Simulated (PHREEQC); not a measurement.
**Geothermal or formation water: an equilibrium model**

Synthetic water in mg/L, 55 °C, pH 6.63, pe 8.9:

| constituent | mg/L |
|---|---|
| Na | 5620 |
| K | 1820 |
| Ca | 702 |
| Mg | 1050 |
| Cl | 13500 |
| S(6) as SO4 | 1420 |
| Alkalinity as HCO3 | 61.6 |
| Li | 79.7 |
| Zn | 47.8 |
| Br | 705 |

Valence states are taken as typed.

Model: ion-association model, phreeqc.dat, run in PHREEQC.

| Quantity | Result |
|---|---|
| ionic strength | 0.480 mol/kgw |
| activity of water | 0.987 |
| specific conductance | 64400 µS/cm |
| density | 1.004 g/cm³ |
| charge-balance error | 0.6 % |

| species | molality | activity | log γ |
|---|---|---|---|
| Cl- | 0.390 | 0.249 | -0.195 |
| Na+ | 0.249 | 0.175 | -0.153 |
| K+ | 0.0471 | 0.0298 | -0.200 |
| Mg+2 | 0.0387 | 0.0106 | -0.563 |
| Ca+2 | 0.0169 | 0.00411 | -0.615 |
| Li+ | 0.0117 | 0.00817 | -0.157 |
| Br- | 0.00905 | 0.00544 | -0.221 |
| SO4-2 | 0.00624 | 0.00121 | -0.714 |
| MgSO4 | 0.00542 | 0.00605 | 0.048 |
| NaSO4- | 0.00185 | 0.00126 | -0.166 |
| CaSO4 | 0.000969 | 0.00108 | 0.048 |
| HCO3- | 0.000780 | 0.000531 | -0.166 |
| KSO4- | 0.000596 | 0.000406 | -0.166 |
| Zn+2 | 0.000370 | 7.47e-5 | -0.694 |

This is a speciation only: nothing precipitates in the calculation. Away from 25 °C the constants follow the database's enthalpies or fits; those with neither stay at their 25 °C values.
